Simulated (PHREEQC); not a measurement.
0.5 g of hydrous ferric oxide (600 m²/g; 0.2 weak and 0.005 strong sites per Fe, Dzombak-Morel constants, diffuse double layer) in 1 kg of water with 0.3 mol/kgw of an inert sodium salt and 8.4e-05 mol/kgw Na2SeO4, at 25 °C; the pH is set by adding NaOH or the inert anion's acid. O2 is buffered at 0.21 atm. The system is closed to CO2. No solid was allowed to form.

Model: ion-association model, wateq4f.dat, run in PHREEQC.

```json
[
 {"pH": "4", "Se sorbed (%)": "88.2", "surface charge σ (C/m²)": "0.305", "surface potential ψ (mV)": "116"},
 {"pH": "4.38", "Se sorbed (%)": "86.4", "surface charge σ (C/m²)": "0.288", "surface potential ψ (mV)": "113"},
 {"pH": "4.75", "Se sorbed (%)": "82.6", "surface charge σ (C/m²)": "0.261", "surface potential ψ (mV)": "108"},
 {"pH": "5.12", "Se sorbed (%)": "75.6", "surface charge σ (C/m²)": "0.228", "surface potential ψ (mV)": "102"},
 {"pH": "5.5", "Se sorbed (%)": "63.5", "surface charge σ (C/m²)": "0.191", "surface potential ψ (mV)": "93"},
 {"pH": "5.88", "Se sorbed (%)": "46.7", "surface charge σ (C/m²)": "0.154", "surface potential ψ (mV)": "83"},
 {"pH": "6.25", "Se sorbed (%)": "28.9", "surface charge σ (C/m²)": "0.122", "surface potential ψ (mV)": "72"},
 {"pH": "6.62", "Se sorbed (%)": "14.3", "surface charge σ (C/m²)": "0.092", "surface potential ψ (mV)": "60"},
 {"pH": "7", "Se sorbed (%)": "5.6", "surface charge σ (C/m²)": "0.065", "surface potential ψ (mV)": "46"},
 {"pH": "7.38", "Se sorbed (%)": "1.8", "surface charge σ (C/m²)": "0.041", "surface potential ψ (mV)": "31"},
 {"pH": "7.75", "Se sorbed (%)": "0.6", "surface charge σ (C/m²)": "0.020", "surface potential ψ (mV)": "15"},
 {"pH": "8.12", "Se sorbed (%)": "0.2", "surface charge σ (C/m²)": "-0.001", "surface potential ψ (mV)": "0"},
 {"pH": "8.5", "Se sorbed (%)": "0.0", "surface charge σ (C/m²)": "-0.021", "surface potential ψ (mV)": "-17"},
 {"pH": "8.88", "Se sorbed (%)": "0.0", "surface charge σ (C/m²)": "-0.044", "surface potential ψ (mV)": "-33"},
 {"pH": "9.25", "Se sorbed (%)": "0.0", "surface charge σ (C/m²)": "-0.068", "surface potential ψ (mV)": "-48"},
 {"pH": "9.62", "Se sorbed (%)": "0.0", "surface charge σ (C/m²)": "-0.097", "surface potential ψ (mV)": "-62"},
 {"pH": "10", "Se sorbed (%)": "0.0", "surface charge σ (C/m²)": "-0.132", "surface potential ψ (mV)": "-75"}
]
```
